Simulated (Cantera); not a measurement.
## Premixed flame

A freely propagating, adiabatic, planar premixed flame of 41.6 % H2, 12.2 % O2, 46.2 % N2, equivalence ratio 1.7, unburnt at 525 K and 28000 Pa; unity-Lewis-number transport, grid criteria slope 0.08 and curve 0.16, no radiation.

Model: the H2/O2 subset of GRI-Mech 3.0, which has no nitrogen chemistry, integrated in Cantera. Unity Lewis numbers drop preferential diffusion, which matters most where H2 and H carry the flame. Burning velocities carry a grid error of a few per cent, more on coarse grids.

```
z (mm)  T (K)  u (m/s)   x H2      x O2       x O    x HO2   x H2O2    x H2O
------  -----  -------  -----  --------  --------  -------  -------  -------
-5.52     525     3.77  0.416     0.122     <1e-8    <1e-8    <1e-8    <1e-8
-3.68     525     3.77  0.416     0.122     <1e-8    <1e-8    <1e-8  9.38e-8
-2.76     525     3.77  0.416     0.122     <1e-8  4.49e-8    <1e-8  8.48e-7
-1.84     525     3.77  0.416     0.122   1.40e-8  1.12e-6  2.25e-8  2.17e-5
-0.920    548     3.93  0.414     0.121   8.03e-6  7.83e-5  1.63e-6  0.00291
-0.460    748     5.30  0.384     0.107  0.000267  6.06e-5  1.69e-6   0.0339
0        1166     8.06  0.246    0.0491   0.00372  1.78e-5  5.15e-7    0.150
0.460    1419     9.67  0.149   0.00939   0.00477  2.96e-6  5.17e-7    0.230
0.920    1534     10.4  0.142   0.00386   0.00422  1.10e-6  4.33e-7    0.242
1.84     1662     11.1  0.150   0.00272   0.00364  6.97e-7  2.93e-7    0.247
3.68     1802     11.9  0.160   0.00196   0.00281  4.62e-7  1.60e-7    0.251
7.36     1940     12.7  0.169   0.00125   0.00188  2.90e-7  8.09e-8    0.257
14.7     2062     13.3  0.176  0.000695   0.00108  1.74e-7  4.10e-8    0.263
```
x: mole fraction of selected species; z is measured from the peak of heat release.

The laminar burning velocity is 377 cm/s and the thermal thickness is 1.84 mm. The peak x(O) is 0.00498 and the peak x(HO2) is 9.66e-5. The peak x(H2O2) is 2.40e-6 and the grid points is 134.
